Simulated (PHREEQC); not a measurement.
Make-up at 25 °C: 0.55 mol/kgw MgCl2, 9.1e-05 mol/kgw CO2 and 0.07 mol/kgw MgSO4. Closed to the air; pH follows from the charge balance.

All values are PHREEQC results (ion-association model, phreeqc.dat), not measurements.

This is a speciation only: nothing precipitates in the calculation.

### Question
Order these C species by the share of C that they hold, largest first: CO2, MgHCO3+, HCO3-.

### Answer
CO2 (78 %), MgHCO3+ (16 %), HCO3- (6.1 %)

The pH is 4.89 and the ionic strength 1.71 mol/kgw. Caution: at this ionic strength the ion-association model is outside its range; a Pitzer model would be the better tool where its parameters exist.
